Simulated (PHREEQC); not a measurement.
Make-up at 25 °C: 0.018 mol FeSO4, 0.17 mol H2SO4 and 0.23 mol KCl per kg of water. It is in equilibrium with CO2 at log p = -2 (atm). Otherwise closed; pH follows from the charge balance.

Equilibrium calculation in PHREEQC: ion-association model, phreeqc.dat.

Precipitation was switched off in this run.

Task: What pH does the model give?

Result: pH 0.82.

Task: In which forms is K present?

Result: K+ 96 %, KSO4- 4.3 % of the K.

Species that the database lacks are ignored.
